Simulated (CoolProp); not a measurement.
Oxygen along the isotherm -183.35 °C: fugacity coefficient from the reference equation and from simpler models built on Tc = -118.6 °C, pc = 5046 kPa, ω = 0.022; each cubic takes its own stable root.

Computed with CoolProp (reference Helmholtz-energy equation of state, Schmidt 1985).

| p (kPa) | phase | reference | van der Waals | Redlich-Kwong | Soave-Redlich-Kwong | Peng-Robinson |
|---|---|---|---|---|---|---|
| 5610 | liquid | 0.02066 | 0.07944 | 0.01559 | 0.02024 | 0.02046 |
| 11200 | liquid | 0.01272 | 0.05351 | 0.009571 | 0.01245 | 0.01231 |
| 16800 | liquid | 0.01041 | 0.04778 | 0.007810 | 0.01018 | 0.009837 |
| 22400 | liquid | 0.009569 | 0.04781 | 0.007157 | 0.009345 | 0.008833 |
| 28000 | liquid | 0.009365 | 0.05087 | 0.006986 | 0.009136 | 0.008449 |
| 33600 | liquid | 0.009533 | 0.05623 | 0.007093 | 0.009289 | 0.008409 |
| 39200 | liquid | 0.009968 | 0.06379 | 0.007399 | 0.009701 | 0.008598 |
| 44900 | liquid | 0.01064 | 0.07391 | 0.007879 | 0.01034 | 0.008975 |
| 50500 | liquid | 0.01151 | 0.08663 | 0.008506 | 0.01118 | 0.009502 |
